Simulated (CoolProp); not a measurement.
Computed with CoolProp (reference Helmholtz-energy equation of state, Zhou 2011).

### Question
For dimethyl carbonate, give the phase and the Z, cp (kJ/(kg K)), speed of sound (m/s), expansivity (1/kK) at 34.15 °C and 0.0776 MPa; 34.15 °C and 0.117 MPa; 34.15 °C and 7.15 MPa.

### Answer
- 34.15 °C and 0.0776 MPa: liquid; Z 0.00260, cp 1.85, speed of sound 1160, expansivity 1.27
- 34.15 °C and 0.117 MPa: liquid; Z 0.00392, cp 1.85, speed of sound 1160, expansivity 1.27
- 34.15 °C and 7.15 MPa: liquid; Z 0.238, cp 1.84, speed of sound 1190, expansivity 1.22
